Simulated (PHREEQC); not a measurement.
Make-up at 56 °C: 0.021 mol/kgw Cu(NO3)2, 0.00024 mol/kgw HBF4 and 0.005 mol/kgw H3BO3. Closed to the air; pH follows from the charge balance.

The numbers come from PHREEQC with the ion-association model, phreeqc.dat.

Each row changes one thing in this solution. No solid was allowed to form.

| case | pH | F- (mol/kgw) | HF (mol/kgw) | CuF+ (mol/kgw) | BF(OH)3- (mol/kgw) | Cu2(OH)2+2 (mol/kgw) |
|---|---|---|---|---|---|---|
| as made | 3.35 | 0.000424 | 0.000399 | 8.91e-5 | 1.18e-6 | 7.17e-7 |
| Cu(NO3)2 from 0.021 to 0.105 mol/kgw | 3.30 | 0.000382 | 0.000314 | 0.000230 | 1.04e-6 | 8.37e-6 |
| 0.00027 mol/kgw KCl added | 3.35 | 0.000424 | 0.000399 | 8.90e-5 | 1.18e-6 | 7.15e-7 |
| temperature from 56 to 5 °C | 3.26 | 0.000532 | 0.000245 | ? | 8.79e-7 | 3.70e-9 |
| diluted 100-fold with water | ? | 9.32e-6 | 2.42e-7 | ? | ? | 2.81e-7 |

Problem. What belongs in the gaps?

Solution. 
- temperature from 56 to 5 °C, CuF+ (mol/kgw): 7.59e-5
- diluted 100-fold with water, pH: 5.00
- diluted 100-fold with water, CuF+ (mol/kgw): 4.07e-8
- diluted 100-fold with water, BF(OH)3- (mol/kgw): 2.61e-10

At this temperature some constants are extrapolated from 25 °C, and those without enthalpy data are left unchanged. Real BF4- forms and hydrolyses slowly; the run takes it at equilibrium.
